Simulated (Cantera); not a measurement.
Input (Python, Cantera) and output of one run.

```python
import numpy as np
import cantera as ct

gas_names = [...]  # 151 gases of nasa_gas.yaml made of C, H, N, O, Si
cond_names = """
    C(gr) C6H6(L) C7H8(L) C8H18(L),n-octa H2O(s) H2O(L) Si(cr) Si(L) SiC(b) SiO2(Lqz) SiO2(hqz) SiO2(L)
    Si2N2O(s) Si3N4(a)
""".split()


# ... load() reads the species with a 1 bar reference pressure and builds the phases ...
atoms = {
    'Si': {'Si': 1},
    'H2O': {'H': 2, 'O': 1},
    'N2': {'N': 2},
    'CH4': {'C': 1, 'H': 4},
}
top_T = {'C(gr)': 4500, 'SiC(b)': 3050, 'Si2N2O(s)': 2100, 'Si3N4(a)': 2400}  # K; cautious upper limits of use, not melting points


# ... equilibrate(T, P, feed) seeds the gas with the atoms and calls Mixture.equilibrate('TP', solver="vcs", rtol=1e-11, max_steps=5000) ...
results = []
feed = {'Si': 1, 'H2O': 0.45, 'N2': 29, 'CH4': 0.014}  # mol
P = 60  # Pa
for T in [1025, 1100, 1175, 1250, 1325, 1400, 1475, 1550, 1625, 1700, 1775]:
    mix = equilibrate(T, P, feed)
    results.append((T, P, feed, dict(zip(mix.species_names, mix.species_moles))))
    x = sorted(zip(gas.X, gas.species_names), reverse=True)
    print(f"T = {T:g} K  P = {P:g} Pa  gas = {mix.phase_moles(0):.4g} mol")
    print("   x: " + "  ".join(f"{s} {v:.3e}" for v, s in x if v > 1e-05))
    print("   condensed (mol): " + ("  ".join(f"{mix.phase(i).name} {mix.phase_moles(i):.4g}"
          for i in range(1, mix.n_phases) if mix.phase_moles(i) > 1e-12) or "none"))
```

Output:

```
T = 1025 K  P = 60 Pa  gas = 28.96 mol
   x: N2 9.835e-01  H2 1.650e-02
   condensed (mol): C(gr) 0.01397  Si2N2O(s) 0.45  Si3N4(a) 0.03333
T = 1100 K  P = 60 Pa  gas = 28.96 mol
   x: N2 9.835e-01  H2 1.650e-02
   condensed (mol): C(gr) 0.01389  Si2N2O(s) 0.45  Si3N4(a) 0.03335
T = 1175 K  P = 60 Pa  gas = 28.96 mol
   x: N2 9.835e-01  H2 1.650e-02
   condensed (mol): C(gr) 0.01354  Si2N2O(s) 0.4498  Si3N4(a) 0.0335
T = 1250 K  P = 60 Pa  gas = 28.97 mol
   x: N2 9.835e-01  H2 1.649e-02  CO 4.087e-05  HCN 1.020e-05
   condensed (mol): SiC(b) 0.01252  Si2N2O(s) 0.4488  Si3N4(a) 0.02995
T = 1325 K  P = 60 Pa  gas = 28.97 mol
   x: N2 9.834e-01  H2 1.649e-02  CO 9.485e-05
   condensed (mol): SiC(b) 0.01101  Si2N2O(s) 0.4472  Si3N4(a) 0.03151
T = 1400 K  P = 60 Pa  gas = 28.97 mol
   x: N2 9.833e-01  H2 1.648e-02  CO 2.010e-04  H 2.549e-05  SiO 2.267e-05
   condensed (mol): SiC(b) 0.007982  Si2N2O(s) 0.4435  Si3N4(a) 0.03477
T = 1475 K  P = 60 Pa  gas = 28.98 mol
   x: N2 9.828e-01  H2 1.646e-02  CO 3.943e-04  SiO 2.840e-04  H 6.792e-05
   condensed (mol): SiC(b) 0.002409  Si2N2O(s) 0.4303  Si3N4(a) 0.04288
T = 1550 K  P = 60 Pa  gas = 29.08 mol
   x: N2 9.802e-01  H2 1.635e-02  SiO 2.771e-03  CO 4.782e-04  H 1.644e-04  Si 1.948e-05
   condensed (mol): Si2N2O(s) 0.3555  Si3N4(a) 0.06927
T = 1625 K  P = 60 Pa  gas = 29.57 mol
   x: N2 9.682e-01  H2 1.598e-02  SiO 1.475e-02  CO 4.707e-04  H 3.641e-04  Si 2.314e-04
   condensed (mol): Si3N4(a) 0.1855
T = 1700 K  P = 60 Pa  gas = 29.97 mol
   x: N2 9.675e-01  H2 1.557e-02  SiO 1.455e-02  Si 1.131e-03  H 7.505e-04  CO 4.590e-04  Si2N 2.979e-05  SiN 1.650e-05
   condensed (mol): Si(L) 0.5268
T = 1775 K  P = 60 Pa  gas = 30.06 mol
   x: N2 9.646e-01  H2 1.516e-02  SiO 1.452e-02  Si 3.658e-03  H 1.455e-03  CO 4.488e-04  Si2N 6.946e-05  SiN 4.201e-05  Si2 2.048e-05  SiH 1.354e-05  Si2C 1.178e-05
   condensed (mol): Si(L) 0.4453
```

Cantera equilibrium calculation (NASA polynomials, part measured and part estimated; ideal gas, pure solids and liquids). N2 is the only nitrogen source here; it is nearly inert below about 1500 K, so the nitride shown seldom forms there in practice. Mutual solubility and eutectic melting of coexisting phases are not modelled. The tables' values for SiN are old estimates; treat these amounts as uncertain.
